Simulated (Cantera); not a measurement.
Thermodynamics of silicon nitride deposition, feed SiH₄ + N₂

Feed: 1 mol SiH₄, a varied amount of N₂, equilibrated at 1375 K and 15.0 mbar.

Method: chemical equilibrium by Gibbs-energy minimisation in Cantera with the NASA 1993 tables (ideal gas, pure condensed phases). Candidate condensed phases: Si, Si₃N₄; 18 gas species. N₂ is the only nitrogen source here; it is nearly inert below about 1500 K, so the nitride shown seldom forms there in practice. Kinetics and transport are ignored.

From 1.1 mol N₂ to 46 mol N₂ the condensed part is Si₃N₄(s).

```
n(N₂) (mol)  log p N₂  log p H₂  log p H  log p NH₃  log p SiH₂  n Si₃N₄(s)
-----------  --------  --------  -------  ---------  ----------  ----------
1.1             -2.57     -1.91    -6.42      -8.18      -10.44       0.333
1.6             -2.32     -1.99    -6.46      -8.18      -10.69       0.333
2.3             -2.17     -2.08    -6.51      -8.24      -10.88       0.333
3.3             -2.07     -2.19    -6.56      -8.35      -11.06       0.333
4.9             -1.99     -2.32    -6.62      -8.50      -11.24       0.333
7.1             -1.94     -2.45    -6.69      -8.67      -11.40       0.333
10              -1.91     -2.58    -6.75      -8.85      -11.55       0.333
15              -1.88     -2.74    -6.83      -9.07      -11.73       0.333
22              -1.86     -2.89    -6.91      -9.30      -11.90       0.333
32              -1.85     -3.05    -6.99      -9.52      -12.06       0.333
46              -1.84     -3.20    -7.06      -9.75      -12.22       0.333
```
log p: log10 of the partial pressure in bar; n: condensed amount in mol.
